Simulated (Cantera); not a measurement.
A freely propagating, adiabatic, planar premixed flame of CH4 : H2 : O2 : N2 = 1 : 0.43 : 1.48 : 3.84 (molar parts), equivalence ratio 1.5, unburnt at 550 K and 630 Torr; mixture-averaged transport, grid criteria slope 0.08 and curve 0.16, no radiation.

Model: GRI-Mech 3.0 (53 species, 325 reactions), integrated in Cantera. Burning velocities carry a grid error of a few per cent, more on coarse grids.

Question: How do the results move with these cheaper or finer settings: unity-Lewis-number transport; multicomponent transport; multicomponent+Soret transport; grid criteria slope 0.5, curve 1; grid criteria slope 0.25, curve 0.5; grid criteria slope 0.03, curve 0.06?

Answer: 
```
setting                               laminar burning velocity  thermal thickness  peak x(C2H4)  peak x(CH3)  grid points
------------------------------------  ------------------------  -----------------  ------------  -----------  -----------
as above                                              137 cm/s           0.370 mm       0.00191      0.00801          154
unity-Lewis-number transport                         90.8 cm/s           0.476 mm       0.00145      0.00597          137
multicomponent transport                              136 cm/s           0.376 mm       0.00195      0.00802          154
multicomponent+Soret transport                        136 cm/s           0.366 mm       0.00189      0.00793          156
grid criteria slope 0.5, curve 1                      148 cm/s           0.410 mm       0.00192      0.00790           41
grid criteria slope 0.25, curve 0.5                   141 cm/s           0.385 mm       0.00190      0.00793           63
grid criteria slope 0.03, curve 0.06                  136 cm/s           0.366 mm       0.00190      0.00801          358
```
The base run took around 4 core-seconds (rough).
Unity Lewis numbers drop preferential diffusion, which matters most where H2 and H carry the flame; Soret adds thermal diffusion.
